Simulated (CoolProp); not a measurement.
The numbers come from the reference Helmholtz-energy equation of state, Akasaka 2022 in CoolProp.

**Question.** Give the vapour pressure (MPa), liquid density (kg/m³), vapour density (kg/m³) of saturated R1233zd(E) at 55.75, 107.85 °C.

**Answer.** 
```csv
T (°C),p (MPa),liquid density (kg/m³),vapour density (kg/m³)
55.75,0.347,1180,18.4
107.85,1.23,1020,67.6
```
